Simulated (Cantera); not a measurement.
# Low-pressure radical oxidation in H2/O2

An isothermal, constant-pressure homogeneous reactor starts with H₂ : O₂ = 0.022 : 1 (molar parts), equivalence ratio 0.011, at 1300 K and 0.00660 bar.

Cantera simulation using the H2/O2 subset of GRI-Mech 3.0, which has no nitrogen chemistry; the numbers are that mechanism's predictions, not measurements. Radical loss at walls, strong at low pressure, is not modelled.

| t (s) | x H₂ | x O₂ | x H | x OH | x O | x H₂O | x HO₂ |
|---|---|---|---|---|---|---|---|
| 4.00e-6 | 0.0215 | 0.978 | 2.12e-10 | 7.58e-12 | 7.59e-12 | <1e-12 | 2.19e-10 |
| 1.59e-5 | 0.0215 | 0.978 | 7.64e-10 | 1.11e-10 | 1.12e-10 | 2.29e-12 | 8.73e-10 |
| 6.34e-5 | 0.0215 | 0.978 | 2.21e-9 | 1.34e-9 | 1.38e-9 | 1.17e-10 | 3.48e-9 |
| 0.000252 | 0.0215 | 0.978 | 5.38e-9 | 1.13e-8 | 1.28e-8 | 4.32e-9 | 1.38e-8 |
| 0.00100 | 0.0215 | 0.978 | 4.14e-8 | 1.48e-7 | 1.90e-7 | 1.76e-7 | 5.51e-8 |
| 0.00400 | 0.0211 | 0.978 | 5.51e-5 | 0.000204 | 0.000272 | 0.000327 | 3.56e-7 |
| 0.0159 | 0.000177 | 0.959 | 0.00149 | 0.00216 | 0.0175 | 0.0195 | 6.09e-7 |
| 0.0634 | 0.000163 | 0.961 | 0.00130 | 0.00207 | 0.0161 | 0.0197 | 5.89e-7 |
| 0.252 | 0.000120 | 0.966 | 0.000804 | 0.00178 | 0.0116 | 0.0202 | 5.17e-7 |
| 1.00 | 4.67e-5 | 0.973 | 0.000189 | 0.00112 | 0.00438 | 0.0210 | 3.29e-7 |
| 4.00 | 7.22e-6 | 0.977 | 1.13e-5 | 0.000441 | 0.000665 | 0.0215 | 1.07e-7 |
x: mole fraction; the columns are a selection and need not sum to one.

Equilibrium at this temperature and pressure: H₂ 2.36e-8, O₂ 0.978, H 2.11e-9, OH 2.53e-5, O 2.17e-6, H₂O 0.0217, HO₂ 1.58e-8 (gas phase only).
